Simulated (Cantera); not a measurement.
Input (Python, Cantera):

```python
import numpy as np
import cantera as ct

surf = ct.Interface("ptcombust.yaml", "Pt_surf")
gas = surf.adjacent["gas"]
gas.TPX = 700, 500000, {'CO': 0.0068, 'O2': 0.12, 'N2': 0.79, 'H2O': 0.015}
surf.TP = 700, 500000
reactor = ct.FlowReactor(gas, clone=False)
reactor.area = 0.0001  # m2
reactor.surface_area_to_volume_ratio = 1300  # 1/m
reactor.mass_flow_rate = 1 * reactor.area * gas.density  # inlet velocity 1 m/s
reactor.energy_enabled = False
wall = ct.ReactorSurface(surf, reactor, clone=False)
net = ct.ReactorNet([reactor])
net.rtol, net.atol = 1e-8, 1e-16
show, cover = ['CO', 'O2', 'H2O', 'CO2'], ['PT(S)', 'H(S)', 'O(S)', 'OH(S)', 'CO(S)', 'C(S)']

rows = []
print(f"{'z/m':>9s}{'u/(m/s)':>9s}" + "".join(f"{s:>13s}" for s in show + cover))
for z in [7.8e-05, 0.00017, 0.00036, 0.00078, 0.0017, 0.0036, 0.0078]:
    net.advance(z)
    rows.append([reactor.speed, *gas[show].X, *surf[cover].coverages])
    print(f"{z:9.4g}{rows[-1][0]:9.3g}" + "".join(f"{x:13.4e}" for x in rows[-1][1:]))
```

It prints:

```
      z/m  u/(m/s)           CO           O2          H2O          CO2        PT(S)         H(S)         O(S)        OH(S)        CO(S)         C(S)
  7.8e-05        1   7.2519e-03   1.2876e-01   1.6098e-02   4.6016e-05   1.3846e-02   1.5895e-09   9.7027e-01   6.4218e-03   9.4542e-03   3.2960e-17
  0.00017        1   7.2047e-03   1.2874e-01   1.6099e-02   9.3311e-05   1.3011e-02   1.4462e-09   9.7247e-01   6.2322e-03   8.2753e-03   2.7048e-17
  0.00036        1   7.1223e-03   1.2871e-01   1.6099e-02   1.7605e-04   1.1863e-02   1.2573e-09   9.7538e-01   5.9601e-03   6.7814e-03   2.0149e-17
  0.00078        1   6.9789e-03   1.2864e-01   1.6100e-02   3.2000e-04   1.0446e-02   1.0370e-09   9.7881e-01   5.6027e-03   5.1343e-03   1.3386e-17
   0.0017        1   6.7485e-03   1.2854e-01   1.6102e-02   5.5124e-04   8.9705e-03   8.2394e-10   9.8217e-01   5.2012e-03   3.6493e-03   8.1424e-18
   0.0036        1   6.4148e-03   1.2840e-01   1.6105e-02   8.8617e-04   7.6497e-03   6.4796e-10   9.8502e-01   4.8104e-03   2.5155e-03   4.7724e-18
   0.0078    0.999   5.9180e-03   1.2818e-01   1.6109e-02   1.3848e-03   6.4625e-03   5.0257e-10   9.8745e-01   4.4274e-03   1.6523e-03   2.6418e-18
```

Computed with Cantera and Deutschmann's 1995 Pt surface mechanism with GRI-Mech 3.0 gas chemistry. Catalytic surfaces can have several steady states; this one follows from the mechanism file's or the stated starting coverage. Mass transfer to the wall is taken as infinitely fast.
